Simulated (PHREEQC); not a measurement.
Make-up at 25 °C: 0.0033 mol Na2B4O7 and 6e-05 mol Cd(NO3)2 per kg of water. Closed to the air; pH follows from the charge balance.

Model: ion-association model, wateq4f.dat, run in PHREEQC.

Precipitation was switched off in this run.

**Question.** What pH, ionic strength does the model give?

**Answer.** pH 9.20; ionic strength 0.00677 mol/kgw.

**Question.** In which forms is Cd present?

**Answer.** Cd+2 90 %, CdOH+ 9.1 %, Cd(OH)2 0.7 % of the Cd.

The solution is supersaturated, for example in Cd(OH)2, so a real one may precipitate; this is no full list. Species that the database lacks are ignored. The anhydrous metaborates of the database seldom form from water, and their constants weren't checked at source.
